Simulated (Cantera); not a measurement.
Source: NASA polynomial tables (part measured, part estimated), evaluated in Cantera. Values are per mole of reaction as written; species without (g) are pure solids or liquids, kept so even where they would boil at 1 bar. TaC: taken at fixed stoichiometry.

Problem. Between 2250 and 2425 K, where is each reaction favourable under standard conditions?
- TaO₂(g) + C → 2 O(g) + TaC
- TaO₂(g) + 2 N₂(g) → Ta + 2 N₂O(g)

Solution. 
- TaO₂(g) + C → 2 O(g) + TaC: ΔG° is 326 kJ at 2250 K and 305 kJ at 2425 K; it stays positive (K < 1). ΔH° is 593 kJ and ΔS° 119 J/K at 2425 K.
- TaO₂(g) + 2 N₂(g) → Ta + 2 N₂O(g): ΔG° is 744 kJ at 2250 K and 771 kJ at 2425 K; it stays positive (K < 1). ΔH° is 403 kJ and ΔS° -152 J/K at 2425 K.
